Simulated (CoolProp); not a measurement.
R365MFC along the isobar 237 kPa: Z from the reference equation and from simpler models built on Tc = 186.9 °C, pc = 3266 kPa, ω = 0.377; each cubic takes its own stable root.

The numbers come from the reference Helmholtz-energy equation of state, Lemmon 2016 in CoolProp.

| T (°C) | phase | reference |
|---|---|---|
| 88.55 | gas | 0.9365 |
| 95.95 | gas | 0.9415 |
| 103.25 | gas | 0.9459 |
| 110.65 | gas | 0.9498 |
| 118.05 | gas | 0.9533 |
| 125.45 | gas | 0.9564 |
| 132.85 | gas | 0.9591 |
| 140.25 | gas | 0.9617 |

Q: How far does each simpler model (Pitzer virial, van der Waals) lie from the reference over these 8 states: mean and median of the absolute difference, and the worst?

A: 
- Pitzer virial: mean 0.1 %, median 0.1 %, worst +0.2 % at 88.55 °C and 237 kPa
- van der Waals: mean 1.7 %, median 1.6 %, worst +2.6 % at 88.55 °C and 237 kPa
